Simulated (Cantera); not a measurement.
A Cantera script and what it prints.

```python
import numpy as np
import cantera as ct

gas_names = """
    OH N H2O CrO3
""".split()
cond_names = """
    Cr2N(s)
""".split()


# ... load() reads the species with a 1 bar reference pressure and builds the phases ...
species = {s.name: s for s in load("nasa_gas.yaml", gas_names) + load("nasa_condensed.yaml", cond_names)}
# Each term lists the table entries of one substance; the one whose range holds T is used.
reactions = {
    '12 OH(g) + Cr2N = N(g) + 6 H2O(g) + 2 CrO3(g)':
        [(-12, ['OH']), (-1, ['Cr2N(s)']), (1, ['N']), (6, ['H2O']), (2, ['CrO3'])],
}


def pick(names, T):
    return next(species[n] for n in names if species[n].thermo.min_temp <= T <= species[n].thermo.max_temp)


results = []
for label, terms in reactions.items():
    print(label)
    print("     T/K   dH/kJ  dS/(J/K)   dG/kJ   log10 K")
    for T in [300, 475, 575, 675, 775, 875, 975, 1075, 1175, 1275, 1375]:
        used = [(nu, pick(names, T)) for nu, names in terms]
        dH = sum(nu * s.thermo.h(T) for nu, s in used) / 1e6
        dS = sum(nu * s.thermo.s(T) for nu, s in used) / 1e3
        dG = dH - T * dS / 1e3
        logK = -dG * 1e6 / (ct.gas_constant * T * np.log(10))
        results.append((label, T, dH, dS, dG, logK, [s.name for _, s in used]))
        print(f"{T:8g} {dH:8.1f} {dS:8.1f} {dG:8.1f} {logK:8.2f}")
```

It prints:

```
12 OH(g) + Cr2N = N(g) + 6 H2O(g) + 2 CrO3(g)
     T/K   dH/kJ  dS/(J/K)   dG/kJ   log10 K
     300  -1910.8   -451.7  -1775.3   309.11
     475  -1924.1   -487.1  -1692.8   186.15
     575  -1929.9   -498.2  -1643.5   149.29
     675  -1934.7   -505.9  -1593.2   123.29
     775  -1938.8   -511.6  -1542.3   103.95
     875  -1942.5   -516.1  -1490.9    89.00
     975  -1945.9   -519.7  -1439.2    77.10
    1075  -1949.1   -522.9  -1387.0    67.39
    1175  -1952.3   -525.7  -1334.6    59.33
    1275  -1955.5   -528.4  -1281.9    52.52
    1375  -1958.8   -530.8  -1228.9    46.68
```

Source: NASA polynomial tables (part measured, part estimated), evaluated in Cantera. Condensed species are held in their standard states even where they would react or evaporate.
